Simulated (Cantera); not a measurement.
Cantera run:

```python
import numpy as np
import cantera as ct

gas_names = """
    C CO CO2 C2 C2O C3 C3O2 C4 C5 Cu CuO Cu2 O O2 O3
""".split()
cond_names = """
    C(gr) Cu(cr) Cu(L) CuO(s) Cu2O(s) Cu2O(L)
""".split()


# ... load() reads the species with a 1 bar reference pressure and builds the phases ...
atoms = {
    'CuO': {'Cu': 1, 'O': 1},
    'C': {'C': 1},
    'CO': {'C': 1, 'O': 1},
}
top_T = {'C(gr)': 4500, 'CuO(s)': 1390}  # K; cautious upper limits of use, not melting points


# ... equilibrate(T, P, feed) seeds the gas with the atoms and calls Mixture.equilibrate('TP', solver="vcs", rtol=1e-11, max_steps=5000) ...
results = []
feed = {'CuO': 1, 'C': 0.84, 'CO': 0.094}  # mol
P = 10000  # Pa
for T in [1050, 1250, 1450, 1650, 1850, 2050, 2250, 2450]:
    mix = equilibrate(T, P, feed)
    results.append((T, P, feed, dict(zip(mix.species_names, mix.species_moles))))
    x = sorted(zip(gas.X, gas.species_names), reverse=True)
    print(f"T = {T:g} K  P = {P:g} Pa  gas = {mix.phase_moles(0):.4g} mol")
    print("   x: " + "  ".join(f"{s} {v:.3e}" for v, s in x if v > 1e-05))
    print("   condensed (mol): " + ("  ".join(f"{mix.phase(i).name} {mix.phase_moles(i):.4g}"
          for i in range(1, mix.n_phases) if mix.phase_moles(i) > 1e-12) or "none"))
```

It prints:

```
T = 1050 K  P = 10000 Pa  gas = 0.934 mol
   x: CO 8.287e-01  CO2 1.713e-01
   condensed (mol): Cu(cr) 1
T = 1250 K  P = 10000 Pa  gas = 0.934 mol
   x: CO 8.287e-01  CO2 1.713e-01
   condensed (mol): Cu(cr) 1
T = 1450 K  P = 10000 Pa  gas = 0.934 mol
   x: CO 8.287e-01  CO2 1.713e-01  Cu 3.439e-05
   condensed (mol): Cu(L) 1
T = 1650 K  P = 10000 Pa  gas = 0.9348 mol
   x: CO 8.280e-01  CO2 1.712e-01  Cu 8.121e-04
   condensed (mol): Cu(L) 0.9992
T = 1850 K  P = 10000 Pa  gas = 0.943 mol
   x: CO 8.208e-01  CO2 1.697e-01  Cu 9.497e-03  Cu2 2.245e-05
   condensed (mol): Cu(L) 0.991
T = 2050 K  P = 10000 Pa  gas = 1.002 mol
   x: CO 7.723e-01  CO2 1.596e-01  Cu 6.773e-02  Cu2 3.303e-04
   condensed (mol): Cu(L) 0.9315
T = 2250 K  P = 10000 Pa  gas = 1.415 mol
   x: CO 5.473e-01  Cu 3.367e-01  CO2 1.129e-01  Cu2 2.930e-03  O 6.420e-05  CuO 5.043e-05  O2 3.027e-05
   condensed (mol): Cu(L) 0.5153
T = 2450 K  P = 10000 Pa  gas = 1.93 mol
   x: Cu 5.121e-01  CO 4.025e-01  CO2 8.138e-02  Cu2 2.862e-03  O 6.410e-04  O2 3.235e-04  CuO 2.170e-04
   condensed (mol): none
```

Equilibrium computed with Cantera from the NASA thermochemical tables; the gas is ideal and each condensed phase is pure.
